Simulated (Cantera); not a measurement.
Charge: 1 mol SiCl4, 0.66 mol Cl2, 3.1 mol H2, held at 923 K and 1 atm.

Cantera equilibrium calculation (NASA polynomials, part measured and part estimated; ideal gas, pure solids and liquids). Candidate condensed phases: Si; 19 gas species. The tables' values for SiCl3 are old estimates; treat these amounts as uncertain. The numbers say what is thermodynamically allowed, not how fast it happens.

Base state: H2 0.511, HCl 0.279, SiCl4 0.209, SiHCl3 0.00136, SiCl3 1.13e-5 (mole fractions); condensed: gas only.

What changes in the equilibrium state with this change: Cl2 from 0.66 to 2.8 mol?


```csv
species,before,after
HCl,0.279,0.812
SiCl4,0.209,0.145
H2,0.511,0.0435
SiHCl3,0.00136,2.76e-5
SiCl3,1.13e-5,7.83e-7
```
